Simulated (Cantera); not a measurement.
Feed: 1 mol CuO, 6 mol C, 1.6 mol CO, at 2302 °C and 17.0 mbar.

These are equilibrium values from Cantera (NASA tables, ideal gas, pure condensed phases), not measurements of a reactor. Candidate condensed phases: C, Cu, CuO, Cu2O; 15 gas species. The numbers say what is thermodynamically allowed, not how fast it happens.

Q: What is the equilibrium state?

A: 
- x(CO): 0.722
- x(Cu): 0.278
- x(C3): 9.07e-5
- x(Cu2): 8.91e-5
- x(C): 2.66e-5
- x(C2): 8.47e-6
- n(C(graphite)): 5.00 mol
- gas amount: 3.600 mol
- log10 activity of Cu(l) (absent): -1.75
